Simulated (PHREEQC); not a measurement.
A solution holds 1.3 mmol/kgw HF and 12 mmol/kgw KF, at 5 °C. Closed to the air; pH follows from the charge balance.

All values are PHREEQC results (ion-association model, phreeqc.dat), not measurements.

```tsv
quantity	before	after
HF (mol/kgw)	0.00115	0.000542
HF2- (mol/kgw)	4.31e-5	1.03e-5
```

**Question.** Which change was made?
A) temperature from 5 to 75 °C
B) diluted 2-fold with water
C) KF from 0.012 to 0.0012 mol/kgw
D) diluted 100-fold with water
E) 0.00081 mol/kgw ZnSO4 added

**Answer.** B, diluted 2-fold with water

No solid was allowed to form. Constants without temperature data keep their 25 °C values here.
